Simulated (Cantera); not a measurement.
An adiabatic, constant-pressure homogeneous reactor starts with CH4 : C2H6 : O2 : N2 = 1 : 0.12 : 0.968 : 3.64 (molar parts), equivalence ratio 2.5, at 1773 K and 1900000 Pa.

Detailed kinetics in Cantera: GRI-Mech 3.0 (53 species, 325 reactions). The pressure lies above the range GRI-Mech 3.0 was tuned for (to about 10 atm).

Task: Predict: time of steepest temperature rise; temperature at 0.400 s; equilibrium temperature; x(CH4) at 0.400 s; x(O2) at 0.400 s; x(CH3) at 0.400 s.

Result: 
| Quantity | Result |
|---|---|
| time of steepest temperature rise | 6.38 µs |
| temperature at 0.400 s | 2556 K |
| equilibrium temperature | 2556 K |
| x(CH4) at 0.400 s | 2.30e-8 (gas-phase equilibrium 2.58e-8) |
| x(O2) at 0.400 s | 4.26e-7 (gas-phase equilibrium 4.26e-7) |
| x(CH3) at 0.400 s | 6.17e-9 (gas-phase equilibrium 6.92e-9) |
